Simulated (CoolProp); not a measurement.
Aqueous ammonia as a coolant, at -2 °C, 1 atm.

The numbers come from the Melinder's fits for secondary coolants in CoolProp.

```tsv
mass %	freezing point (°C)	conductivity (W/(m K))	cp (kJ/(kg K))	Prandtl number	density (kg/m³)
3.4	-4.0	0.529	4.217	16.8	986.3
6	-7.4	0.515	4.218	17.1	976.7
8.5	-11.1	0.502	4.220	17.7	967.9
11.1	-15.5	0.487	4.223	18.7	959.2
13.7	-20.5	0.472	4.226	19.9	951.0
16.2	-26.1	0.459	4.229	21.3	943.4
18.8	-32.9	0.446	4.232	22.6	935.8
21.4	-41.1	0.435	4.236	23.4	928.5
23.9	-50.6	0.427	4.240	23.8	921.6
26.5	-62.9	0.419	4.246	24.0	914.6
29	-77.4	0.412	4.252	24.8	908.0
```
